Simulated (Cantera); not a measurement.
## Thermodynamics of silicon nitride deposition, feed SiHCl₃ + NH₃ + H₂

Charge: 1 mol SiHCl₃, 0.4 mol NH₃, 0.4 mol H₂, held at 600 Pa.

Cantera equilibrium calculation (NASA polynomials, part measured and part estimated; ideal gas, pure solids and liquids). Candidate condensed phases: NH₄Cl, Si, Si₃N₄; 28 gas species. The tables' values for SiCl₃, SiCl, SiN are old estimates; treat these amounts as uncertain. Gases not in the tables: Si₂H₆ and higher silanes. Equilibrium is a limit: real reactors are often held back by kinetics, nucleation or transport.

From 1700 K to 2050 K nothing is condensed. The main Si-bearing gas is SiCl₂ throughout.

| T (K) | x H₂ | x HCl | x SiCl₂ | x N₂ | x H | x Cl | x SiCl₃ | x SiCl |
|---|---|---|---|---|---|---|---|---|
| 1700 | 0.319 | 0.302 | 0.303 | 0.0628 | 0.00108 | 0.000790 | 0.0101 | 0.000225 |
| 1750 | 0.317 | 0.304 | 0.304 | 0.0627 | 0.00169 | 0.00125 | 0.00805 | 0.000387 |
| 1800 | 0.315 | 0.305 | 0.305 | 0.0625 | 0.00260 | 0.00192 | 0.00648 | 0.000645 |
| 1850 | 0.313 | 0.305 | 0.305 | 0.0624 | 0.00389 | 0.00288 | 0.00526 | 0.00105 |
| 1900 | 0.311 | 0.306 | 0.304 | 0.0622 | 0.00571 | 0.00424 | 0.00431 | 0.00165 |
| 1950 | 0.308 | 0.306 | 0.302 | 0.0620 | 0.00821 | 0.00612 | 0.00355 | 0.00252 |
| 2000 | 0.303 | 0.306 | 0.298 | 0.0616 | 0.0116 | 0.00870 | 0.00296 | 0.00374 |
| 2050 | 0.297 | 0.308 | 0.293 | 0.0612 | 0.0160 | 0.0122 | 0.00248 | 0.00538 |
x: gas mole fraction; nothing condenses.
